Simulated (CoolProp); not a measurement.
A simple Rankine cycle with propane: condensing at 308.15 K, boiler at 3.55 MPa, turbine inlet 365 K, turbine efficiency 0.6, pump efficiency 0.7, no recuperator. Each further row changes one setting.

Values from CoolProp's reference Helmholtz-energy equation of state, Lemmon 2009.

```json
[
 {"case": "as stated", "thermal efficiency (%)": "5.8", "net work (kJ/kg)": "20.4", "heat in (kJ/kg)": "349", "turbine exit temperature (K)": "313.6", "volume ratio over the turbine": "3.57"},
 {"case": "turbine inlet 385 K", "thermal efficiency (%)": "6.3", "net work (kJ/kg)": "26.4", "heat in (kJ/kg)": "416", "turbine exit temperature (K)": "342.6", "volume ratio over the turbine": "3.26"},
 {"case": "condensing temperature 300.15 K", "thermal efficiency (%)": "6.8", "net work (kJ/kg)": "[?]", "heat in (kJ/kg)": "[?]", "turbine exit temperature (K)": "306.9", "volume ratio over the turbine": "4.39"},
 {"case": "boiler pressure 2.48 MPa", "thermal efficiency (%)": "4.6", "net work (kJ/kg)": "18.6", "heat in (kJ/kg)": "400", "turbine exit temperature (K)": "338.6", "volume ratio over the turbine": "2.16"},
 {"case": "turbine efficiency 0.5", "thermal efficiency (%)": "4.5", "net work (kJ/kg)": "15.8", "heat in (kJ/kg)": "349", "turbine exit temperature (K)": "315.7", "volume ratio over the turbine": "[?]"}
]
```

**Question.** Fill in the missing entries.

**Answer.** 
- condensing temperature 300.15 K, net work (kJ/kg): 25.2
- condensing temperature 300.15 K, heat in (kJ/kg): 371
- turbine efficiency 0.5, volume ratio over the turbine: 3.61
